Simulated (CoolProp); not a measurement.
Model: reference Helmholtz-energy equation of state, Leachman 2009, in CoolProp.

### Question
For normal hydrogen, give the phase and the cp (kJ/(kg K)) at -166.65 °C and 1.93 MPa; -122.95 °C and 1.93 MPa; -35.65 °C and 1.93 MPa.

### Answer
- -166.65 °C and 1.93 MPa: supercritical; cp 11.9
- -122.95 °C and 1.93 MPa: supercritical; cp 12.8
- -35.65 °C and 1.93 MPa: supercritical; cp 14.0
